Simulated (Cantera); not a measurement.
Input (Python, Cantera):

```python
import numpy as np
import cantera as ct

gas = ct.Solution("gri30.yaml")
gas.TPX = 1423, 500000, {'CH4': 1, 'O2': 1.54, 'N2': 5.78}
reactor = ct.IdealGasReactor(gas, energy="on", clone=False)
net = ct.ReactorNet([reactor])
net.rtol, net.atol = 1e-08, 1e-16
show = ['CH4', 'O2', 'NO', 'CH3', 'HCN', 'CH2CO', 'H2']
times = np.geomspace(2e-06, 1, 10)

steps = ct.SolutionArray(gas, extra=["t"])
rows = []
print(f"{'t/s':>10s}{'T/K':>9s}{'P/Pa':>11s}" + "".join(f"{s:>11s}" for s in show))
for t in times:
    while net.time < t:
        t_next = net.step()
        steps.append(gas.state, t=t_next)
    rows.append([np.interp(t, steps.t, y) for y in (steps.T, steps.P, *steps(*show).X.T)])
    print(f"{t:10.3e}{rows[-1][0]:9.1f}{rows[-1][1]:11.4g}" + "".join(f"{x:11.3e}" for x in rows[-1][2:]))
rate = np.gradient(steps.T, steps.t)
print("integrator steps:", len(steps.t))
if steps.T.max() > steps.T[0] + 200:
    print(f"time of steepest temperature rise: {steps.t[rate.argmax()]:.4e} s")
gas.TPX = 1423, 500000, {'CH4': 1, 'O2': 1.54, 'N2': 5.78}
gas.equilibrate("UV")
print(f"equilibrium (UV): T = {gas.T:.1f} K  " + "  ".join(f"{s} {gas[s].X[0]:.3e}" for s in show))
```

Output:

```
       t/s      T/K       P/Pa        CH4         O2         NO        CH3        HCN      CH2CO         H2
 2.000e-06   1423.0      5e+05  1.202e-01  1.851e-01  1.908e-17  4.870e-07  5.096e-20  2.118e-19  3.424e-08
 8.595e-06   1423.0      5e+05  1.202e-01  1.851e-01  1.657e-16  2.492e-06  1.086e-18  5.722e-16  1.946e-07
 3.694e-05   1423.0      5e+05  1.202e-01  1.851e-01  3.171e-15  1.824e-05  3.519e-17  3.284e-12  2.280e-06
 1.587e-04   1424.4  5.005e+05  1.198e-01  1.849e-01  7.988e-14  6.925e-05  1.527e-15  1.041e-08  5.120e-05
 6.822e-04   1488.3   5.24e+05  1.090e-01  1.771e-01  1.151e-11  3.152e-04  7.468e-13  2.381e-05  2.826e-03
 2.932e-03   3051.7  1.157e+06  2.633e-12  3.404e-03  5.852e-03  1.060e-11  8.104e-08  3.939e-14  4.454e-02
 1.260e-02   3051.7  1.157e+06  2.633e-12  3.404e-03  5.852e-03  1.060e-11  8.104e-08  3.939e-14  4.454e-02
 5.415e-02   3051.7  1.157e+06  2.633e-12  3.404e-03  5.852e-03  1.060e-11  8.104e-08  3.939e-14  4.454e-02
 2.327e-01   3051.7  1.157e+06  2.633e-12  3.404e-03  5.852e-03  1.060e-11  8.104e-08  3.939e-14  4.454e-02
 1.000e+00   3051.7  1.157e+06  2.633e-12  3.404e-03  5.852e-03  1.060e-11  8.104e-08  3.939e-14  4.454e-02
integrator steps: 2122
time of steepest temperature rise: 7.8036e-04 s
equilibrium (UV): T = 3051.7 K  CH4 3.140e-12  O2 3.404e-03  NO 5.852e-03  CH3 1.263e-11  HCN 8.104e-08  CH2CO 4.212e-14  H2 4.454e-02
```

Detailed kinetics in Cantera: GRI-Mech 3.0 (53 species, 325 reactions). Above 3000 K some thermodynamic fits are extrapolated.
